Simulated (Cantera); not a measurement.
What does this Cantera script print?

```python
import numpy as np
import cantera as ct

gas_names = """
    F FO FO2 F2 F2O N NF NF2 NF3 NO NO2 NO3 N2 N2O O O2 O3 Si SiF SiF2 SiF3 SiF4 SiN SiO SiO2 Si2 Si2N
    Si3
""".split()
cond_names = """
    Si(cr) Si(L) SiO2(Lqz) SiO2(hqz) SiO2(L) Si2N2O(s) Si3N4(a)
""".split()


# ... load() reads the species with a 1 bar reference pressure and builds the phases ...
atoms = {
    'SiF4': {'Si': 1, 'F': 4},
    'N2O': {'N': 2, 'O': 1},
}
top_T = {'Si2N2O(s)': 2100, 'Si3N4(a)': 2400}  # K; cautious upper limits of use, not melting points


# ... equilibrate(T, P, feed) seeds the gas with the atoms and calls Mixture.equilibrate('TP', solver="vcs", rtol=1e-11, max_steps=5000) ...
results = []
feed = {'SiF4': 1, 'N2O': 0.19}  # mol
T = 1848.15  # K
for P in [5, 26, 140, 710, 3700, 19000, 100000]:
    mix = equilibrate(T, P, feed)
    results.append((T, P, feed, dict(zip(mix.species_names, mix.species_moles))))

top = {s: max(r[3][s] / sum(r[3][g] for g in gas_names) for r in results) for s in gas_names}
cols = sorted((s for s in top if top[s] > 1e-05), key=lambda s: -top[s])[:6]
seen = [c for c in cond_names if any(r[3].get(c, 0) > 1e-12 for r in results)]
print("log10 of partial pressures in bar; condensed amounts in mol")
print(f"{'P/Pa':>10s}" + "".join(f"{s[:9]:>10s}" for s in cols + seen))
for T, P, feed, n in results:
    ng = sum(n[g] for g in gas_names)
    print(f"{P:10.4g}" + "".join(f"{np.log10(max(n[s] / ng * P / 1e5, 1e-99)):10.3f}" for s in cols)
          + "".join(f"{n.get(c, 0):10.4g}" for c in seen))
```

Result:

```
log10 of partial pressures in bar; condensed amounts in mol
      P/Pa      SiF4        N2        O2         O         F      SiF3
         5    -4.416    -5.137    -5.462    -6.453    -6.566    -6.665
        26    -3.697    -4.419    -4.731    -6.088    -6.241    -6.270
       140    -2.964    -3.687    -3.993    -5.719    -5.885    -5.892
       710    -2.258    -2.981    -3.286    -5.365    -5.535    -5.537
      3700    -1.541    -2.264    -2.568    -5.006    -5.177    -5.178
   1.9e+04    -0.830    -1.553    -1.857    -4.650    -4.822    -4.822
     1e+05    -0.109    -0.832    -1.135    -4.290    -4.461    -4.461
```

Equilibrium computed with Cantera from the NASA thermochemical tables; the gas is ideal and each condensed phase is pure. The tables' values for SiF3, SiO2 are old estimates; treat these amounts as uncertain.
